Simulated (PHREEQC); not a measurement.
Dissolve 0.59 mol/kgw NaBr at 25 °C. Closed to the air; pH follows from the charge balance.

Equilibrium calculation in PHREEQC: ion-association model, phreeqc.dat.

Each row changes one thing in this solution. Precipitation was switched off in this run.

| case | pH | ionic strength (mol/kgw) |
|---|---|---|
| as made | 6.96 | 0.590 |
| NaBr replaced by NaNO3 at the same molality | 6.96 | 0.590 |
| temperature from 25 to 20 °C | 7.04 | 0.590 |
| 0.43 mol/kgw NaHCO3 added | 7.63 | 0.945 |
| NaBr from 0.59 to 0.118 mol/kgw | 6.98 | 0.118 |
| NaBr replaced by NaF at the same molality | 8.46 | 0.526 |
| diluted 10-fold with water | 6.99 | 0.0590 |

The ionic strength passes 0.7 mol/kgw, the rough limit of the ion-association models, in 0.43 mol/kgw NaHCO3 added. Species that the database lacks are ignored.
